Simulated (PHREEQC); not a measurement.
**Brine: speciation**

A solution holds 0.51 mol MgSO4, 0.07 mol Na2SO4 and 0.36 mol KBr per kg of water, at 25 °C. Closed to the air; pH follows from the charge balance.

Computed with PHREEQC (Pitzer model, pitzer.dat).

Each row changes one thing in this solution. No solid was allowed to form.

```csv
case,pH,ionic strength (mol/kgw),HSO4- (mol/kgw),SI of Arcanite (K2SO4),SI of Mirabilite (Na2SO4:10H2O)
as made,6.61,2.61,8.07e-7,-1.22,-2.67
KBr from 0.36 to 0.54 mol/kgw,6.58,?,8.25e-7,-0.90,-2.72
diluted 10-fold with water,6.91,?,1.77e-7,-3.28,-4.73
MgSO4 replaced by KHSO4 at the same molality,?,1.44,0.329,-0.63,-2.89
KBr from 0.36 to 1.8 mol/kgw,6.34,?,1.04e-6,-0.03,-3.04
```

Problem. What belongs in the gaps?

Solution. 
- KBr from 0.36 to 0.54 mol/kgw, ionic strength (mol/kgw): 2.79
- diluted 10-fold with water, ionic strength (mol/kgw): 0.261
- MgSO4 replaced by KHSO4 at the same molality, pH: 0.89
- KBr from 0.36 to 1.8 mol/kgw, ionic strength (mol/kgw): 4.05
